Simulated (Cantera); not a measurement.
Feed: 1 mol B2O3, 1.2 mol NH3, 0.14 mol N2, held at 1973 K and 75.0 Torr.

Equilibrium computed with Cantera from the NASA thermochemical tables; the gas is ideal and each condensed phase is pure. Equilibrium is a limit: real reactors are often held back by kinetics, nucleation or transport.

| species | before | after |
|---|---|---|
| H2 | 0.434 | 0.687 |
| N2 | 0.208 | 0.286 |
| HBO2 | 0.0833 | 0.0119 |
| B2O3 | 0.194 | 0.00525 |
| B2O2 | 0.0171 | 0.000424 |
| HBO | 0.0512 | 0.00772 |
| BO2 | 6.18e-5 | 3.10e-7 |
| BO | 0.00494 | 7.06e-5 |
| H | 0.00281 | 0.000304 |
| H2O | 0.00357 | 0.00152 |
| BN(s), mol | 0 | 0.00536 |
| B2O3(l), mol | 0 | 0.957 |
Gas species are given as mole fractions.

Task: What was changed between the two runs?
(A) temperature from 1973 K to 2025 K
(B) pressure from 75.0 Torr to 750 Torr
(C) temperature from 1973 K to 1898.15 K
(D) temperature from 1973 K to 1675 K

Result: D, temperature from 1973 K to 1675 K. Mutual solubility and eutectic melting of coexisting phases are not modelled. Gases not in the tables: H3BO3
